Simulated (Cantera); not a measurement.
Input: 1 mol Si, 0.023 mol H2O, 0.67 mol CO, at 19.0 Pa.

Cantera equilibrium calculation (NASA polynomials, part measured and part estimated; ideal gas, pure solids and liquids). Candidate condensed phases: C, C6H6, C7H8, C8H18, H2O, Si, SiC, SiO2; 123 gas species. Mutual solubility and eutectic melting of coexisting phases are not modelled. The tables hold silica as quartz up to 1696 K and as liquid above; real silica turns to tridymite and cristobalite and melts near 1996 K. The numbers say what is thermodynamically allowed, not how fast it happens.

Which condensed phases are stable at each of these points (T (K)): 700, 800, 900, 1000, 1100, 1200, 1300, 1400, 1500, 1600, 1700, 1800, 1900?


```csv
T (K),condensed phases,Si condensed (%)
700,C(graphite) + SiC(s) + SiO2(α-quartz),100.0
800,C(graphite) + SiC(s) + SiO2(α-quartz),100.0
900,C(graphite) + SiC(s) + SiO2(β-quartz),100.0
1000,C(graphite) + SiC(s) + SiO2(β-quartz),100.0
1100,C(graphite) + SiC(s) + SiO2(β-quartz),100.0
1200,C(graphite) + SiC(s) + SiO2(β-quartz),100.0
1300,SiC(s) + SiO2(β-quartz),100.0
1400,SiC(s) + SiO2(β-quartz),99.6
1500,SiC(s),48.8
1600,SiC(s),48.8
1700,SiC(s),48.8
1800,SiC(s),48.5
1900,SiC(s),47.0
```

From 700 K to 800 K the condensed part is C(graphite) + SiC(s) + SiO2(α-quartz). From 900 K to 1200 K the condensed part is C(graphite) + SiC(s) + SiO2(β-quartz). From 1300 K to 1400 K the condensed part is SiC(s) + SiO2(β-quartz). From 1500 K to 1900 K the condensed part is SiC(s).
